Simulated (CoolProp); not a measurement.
Model: reference Helmholtz-energy equation of state, Akasaka 2022, in CoolProp.

Problem. For R1233zd(E), give the phase and the density (kg/m³), fugacity coefficient at 450 K and 1.19 MPa; 450 K and 2.99 MPa; 450 K and 3.58 MPa.

Solution. 
- 450 K and 1.19 MPa: gas; density 47.0, fugacity coefficient 0.894
- 450 K and 2.99 MPa: gas; density 159, fugacity coefficient 0.739
- 450 K and 3.58 MPa: gas; density 230, fugacity coefficient 0.689
